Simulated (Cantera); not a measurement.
# Silicon carbide growth: SiH2Cl2 + C2H4 + H2

Charge: 1 mol SiH2Cl2, 0.066 mol C2H4, a varied amount of H2, equilibrated at 2623 K and 1.00 bar.

Method: chemical equilibrium by Gibbs-energy minimisation in Cantera with the NASA 1993 tables (ideal gas, pure condensed phases). Candidate condensed phases: C, C6H6, C7H8, C8H18, Si, SiC; 109 gas species. Mutual solubility and eutectic melting of coexisting phases are not modelled. The tables' values for SiCl, SiCl3 are old estimates; treat these amounts as uncertain. Gases not in the tables: Si2H6 and higher silanes. Kinetics and transport are ignored.

```json
[
 {"n(H2) (mol)": "1.3", "x H2": "0.541", "x HCl": "0.242", "x SiCl2": "0.145", "x H": "0.0310", "x Si": "0.0114", "x SiCl": "0.0112", "x Cl": "0.00969", "n Si(l)": "0.249", "n SiC(s)": "0.114"},
 {"n(H2) (mol)": "2.8", "x H2": "0.645", "x HCl": "0.202", "x SiCl2": "0.0844", "x H": "0.0338", "x Si": "0.0114", "x SiCl": "0.00855", "x Cl": "0.00740", "n Si(l)": "0.309", "n SiC(s)": "0.104"},
 {"n(H2) (mol)": "4.3", "x H2": "0.704", "x HCl": "0.172", "x SiCl2": "0.0561", "x H": "0.0353", "x Si": "0.0114", "x SiCl": "0.00697", "x Cl": "0.00603", "n Si(l)": "0.343", "n SiC(s)": "0.0946"},
 {"n(H2) (mol)": "5.8", "x H2": "0.743", "x HCl": "0.150", "x SiCl2": "0.0403", "x H": "0.0363", "x Si": "0.0114", "x SiCl": "0.00591", "x Cl": "0.00511", "n Si(l)": "0.362", "n SiC(s)": "0.0848"},
 {"n(H2) (mol)": "7.4", "x H2": "0.772", "x HCl": "0.132", "x SiCl2": "0.0300", "x H": "0.0370", "x Si": "0.0114", "x SiCl": "0.00510", "x Cl": "0.00441", "n Si(l)": "0.372", "n SiC(s)": "0.0742"},
 {"n(H2) (mol)": "8.9", "x H2": "0.793", "x HCl": "0.118", "x SiCl2": "0.0236", "x H": "0.0375", "x Si": "0.0114", "x SiCl": "0.00452", "x Cl": "0.00391", "n Si(l)": "0.375", "n SiC(s)": "0.0643"},
 {"n(H2) (mol)": "10", "x H2": "0.805", "x HCl": "0.110", "x SiCl2": "0.0202", "x H": "0.0378", "x Si": "0.0114", "x SiCl": "0.00418", "x Cl": "0.00362", "n Si(l)": "0.374", "n SiC(s)": "0.0570"},
 {"n(H2) (mol)": "12", "x H2": "0.822", "x HCl": "0.0979", "x SiCl2": "0.0156", "x H": "0.0382", "x Si": "0.0114", "x SiCl": "0.00368", "x Cl": "0.00318", "n Si(l)": "0.368", "n SiC(s)": "0.0438"},
 {"n(H2) (mol)": "13", "x H2": "0.829", "x HCl": "0.0927", "x SiCl2": "0.0139", "x H": "0.0383", "x Si": "0.0114", "x SiCl": "0.00347", "x Cl": "0.00300", "n Si(l)": "0.363", "n SiC(s)": "0.0371"}
]
```
x: gas mole fraction; n: condensed amount in mol.

From 1.3 mol H2 to 13 mol H2 the condensed part is Si(l) + SiC(s). The main Si-bearing gas is SiCl2 throughout. The share of Si in condensed phases is highest at 5.8 mol H2 (44.7 %) and lowest at 1.3 mol H2 (36.3 %).
